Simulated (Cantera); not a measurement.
Input: 1 mol Cr2O3, 410 mol H2, at 925 K and 100000 Pa.

These are equilibrium values from Cantera (NASA tables, ideal gas, pure condensed phases), not measurements of a reactor. Candidate condensed phases: Cr, Cr2O3, H2O; 13 gas species. Equilibrium is a limit: real reactors are often held back by kinetics, nucleation or transport.

Base state: H2 1.000 (mole fractions); condensed: Cr(s) + Cr2O3(s).

**Question.** What changes in the equilibrium state with this change: temperature from 925 K to 2123 K?

**Answer.** 
| species | before | after |
|---|---|---|
| H2 | 1.000 | 0.985 |
| H2O | 2.39e-6 | 0.00725 |
| Cr | <1e-9 | 0.00418 |
| H | <1e-9 | 0.00356 |
| CrO | <1e-9 | 2.36e-5 |
| Cr(s), mol | 0.000653 | 0.268 |
| Cr2O3(s), mol | 1.000 | 0 |

**Question.** What changes in the equilibrium state with this change: temperature from 925 K to 1373.15 K?

**Answer.** 
| species | before | after |
|---|---|---|
| H2 | 1.000 | 1.000 |
| H2O | 2.39e-6 | 0.000495 |
| Cr(s), mol | 0.000653 | 0.135 |
| Cr2O3(s), mol | 1.000 | 0.932 |
Mutual solubility and eutectic melting of coexisting phases are not modelled.
